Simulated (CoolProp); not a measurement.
Sulfur hexafluoride at 551.62 K and 1.77 MPa flows at 0.51 m/s in a round tube of 10 mm bore and 15 µm roughness, fully developed (64/Re and Nu = 3.66 if laminar; Colebrook and Gnielinski if turbulent). Each further row changes one setting.

Values from CoolProp's reference Helmholtz-energy equation of state, Guder 2009.

```json
[
 {"case": "as stated", "Reynolds number": "11100", "Darcy friction factor": "0.0324", "pressure drop (Pa/m)": "24.1", "heat-transfer coefficient (W/(m² K))": "117", "mass flow (kg/h)": "8.26"},
 {"case": "velocity 1.02 m/s", "Reynolds number": "22200", "Darcy friction factor": "0.0284", "pressure drop (Pa/m)": "84.6", "heat-transfer coefficient (W/(m² K))": "213", "mass flow (kg/h)": "16.5"},
 {"case": "diameter 20 mm", "Reynolds number": "22200", "Darcy friction factor": "0.0269", "pressure drop (Pa/m)": "10.0", "heat-transfer coefficient (W/(m² K))": "100", "mass flow (kg/h)": "33.1"}
]
```

Viscosity comes from a separate model (Quiñones-Cisneros 2012). Thermal conductivity comes from a separate model (Assael 2012).
